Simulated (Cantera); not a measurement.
A jet of CH4 : O2 : N2 = 0.014 : 0.15 : 0.79 (molar parts) at 300 K and 0.290 bar hits a platinum plate 8.4 cm away at a mass flux of 0.027 kg/m²/s; the plate temperature is set and raised in steps from an oxygen-covered start.

Cantera simulation using Deutschmann's 1995 Pt surface mechanism with GRI-Mech 3.0 gas chemistry; the numbers are that mechanism's predictions, not measurements. Catalytic surfaces can have several steady states; this one follows from the mechanism file's or the stated starting coverage.

x: mole fraction at the wall; θ: surface coverage.

```json
[
 {"plate T (K)": "900", "wall x CH4": "0.00641", "wall x O2": "0.140", "wall x H2O": "0.0154", "wall x OH": "1.88e-8", "wall x CO": "[?]", "wall x CO2": "0.0101", "θ free Pt": "0.136", "θ O*": "0.863", "θ OH*": "0.00152"},
 {"plate T (K)": "950", "wall x CH4": "0.00394", "wall x O2": "0.134", "wall x H2O": "0.0200", "wall x OH": "5.50e-8", "wall x CO": "[?]", "wall x CO2": "0.0130", "θ free Pt": "0.190", "θ O*": "0.808", "θ OH*": "0.00161"},
 {"plate T (K)": "1000", "wall x CH4": "0.00248", "wall x O2": "0.131", "wall x H2O": "0.0226", "wall x OH": "1.45e-7", "wall x CO": "[?]", "wall x CO2": "0.0148", "θ free Pt": "0.249", "θ O*": "0.750", "θ OH*": "0.00158"},
 {"plate T (K)": "1050", "wall x CH4": "0.00145", "wall x O2": "0.129", "wall x H2O": "0.0243", "wall x OH": "3.68e-7", "wall x CO": "[?]", "wall x CO2": "0.0158", "θ free Pt": "0.310", "θ O*": "0.689", "θ OH*": "0.00148"},
 {"plate T (K)": "1100", "wall x CH4": "0.000850", "wall x O2": "0.128", "wall x H2O": "0.0254", "wall x OH": "7.79e-7", "wall x CO": "[?]", "wall x CO2": "0.0165", "θ free Pt": "0.371", "θ O*": "0.628", "θ OH*": "0.00136"},
 {"plate T (K)": "1150", "wall x CH4": "0.000445", "wall x O2": "0.127", "wall x H2O": "0.0263", "wall x OH": "1.53e-6", "wall x CO": "[?]", "wall x CO2": "0.0170", "θ free Pt": "0.431", "θ O*": "0.568", "θ OH*": "0.00123"}
]
```

Problem. What belongs in the gaps?

Solution. 
- 900, wall x CO: 2.02e-6
- 950, wall x CO: 1.70e-6
- 1000, wall x CO: 1.43e-6
- 1050, wall x CO: 2.33e-6
- 1100, wall x CO: 2.92e-6
- 1150, wall x CO: 3.46e-6
